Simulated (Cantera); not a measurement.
Cantera run:

```python
import numpy as np
import cantera as ct

gas_names = """
    B BH BH2 BH3 BN BO BO2 B2 B2O B2O2 B2O3 B3O3H3 H HBO HBO2 HNO HNO2 HNO3 HO2 H2 H2O H2O2 H3B3O6 N NH
    NH2 NH3 NH2OH NO NO2 NO3 N2 N2H2 N2H4 N2O O OH O2 O3
""".split()
cond_names = """
    B(b) B(L) BN(s) B2O3(L) B3O3H3(cr) H2O(s) H2O(L)
""".split()


# ... load() reads the species with a 1 bar reference pressure and builds the phases ...
atoms = {
    'B': {'B': 1},
    'H2O': {'H': 2, 'O': 1},
    'N2': {'N': 2},
}
top_T = {'BN(s)': 3200}  # K; cautious upper limits of use, not melting points


# ... equilibrate(T, P, feed) seeds the gas with the atoms and calls Mixture.equilibrate('TP', solver="vcs", rtol=1e-11, max_steps=5000) ...
results = []
feed = {'B': 1, 'H2O': 3.4, 'N2': 1}  # mol
T = 1100  # K
P = 470  # Pa
mix = equilibrate(T, P, feed)
results.append((T, P, feed, dict(zip(mix.species_names, mix.species_moles))))
x = sorted(zip(gas.X, gas.species_names), reverse=True)
print(f"T = {T:g} K  P = {P:g} Pa  gas = {mix.phase_moles(0):.4g} mol")
print("   x: " + "  ".join(f"{s} {v:.3e}" for v, s in x if v > 0.0001))
print("   condensed (mol): " + ("  ".join(f"{mix.phase(i).name} {mix.phase_moles(i):.4g}"
      for i in range(1, mix.n_phases) if mix.phase_moles(i) > 1e-12) or "none"))
```

Result:

```
T = 1100 K  P = 470 Pa  gas = 4.403 mol
   x: H2O 4.302e-01  H2 3.407e-01  N2 2.271e-01  HBO2 1.668e-03  H3B3O6 3.378e-04
   condensed (mol): B2O3(L) 0.4941
```

These are equilibrium values from Cantera (NASA tables, ideal gas, pure condensed phases), not measurements of a reactor. Gases not in the tables: H3BO3.
